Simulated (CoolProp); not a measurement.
Model: reference Helmholtz-energy equation of state, Lemmon and Jacobsen 2000, in CoolProp.

**Question.** For R143a, give the phase and the Z, cp (kJ/(kg K)), cv (kJ/(kg K)), isothermal compressibility (1/MPa) at 98.55 °C and 1280 kPa; 132.45 °C and 1280 kPa; 140.95 °C and 1280 kPa.

**Answer.** 
- 98.55 °C and 1280 kPa: gas; Z 0.897, cp 1.17, cv 1.00, isothermal compressibility 0.876
- 132.45 °C and 1280 kPa: gas; Z 0.926, cp 1.20, cv 1.05, isothermal compressibility 0.845
- 140.95 °C and 1280 kPa: gas; Z 0.932, cp 1.21, cv 1.06, isothermal compressibility 0.840
